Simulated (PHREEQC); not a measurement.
# Brackish or sea water

A made-up water analysis in mmol/kgw, 25 °C, pH 6.83: Na 128; K 3.64; Ca 3.7; Mg 8.19; Cl 153; S(6) 4.29; Alkalinity (meq/kgw) 0.000356.

Valence states are taken as typed.

Equilibrium calculation in PHREEQC: Pitzer model, pitzer.dat.

```json
{
 "ionic_strength": "0.175 mol/kgw",
 "specific_conductance": "15900 µS/cm",
 "density": "1.004 g/cm³",
 "osmotic_coefficient": "0.913",
 "charge_balance_error": "-1.9 %"
}
```

```tsv
species	molality	activity	log γ
Cl-	0.153	0.111	-0.138
Na+	0.128	0.0969	-0.121
Mg+2	0.00819	0.00266	-0.488
SO4-2	0.00429	0.000932	-0.663
Ca+2	0.00370	0.00114	-0.512
K+	0.00364	0.00269	-0.132
```

This is a speciation only: nothing precipitates in the calculation.
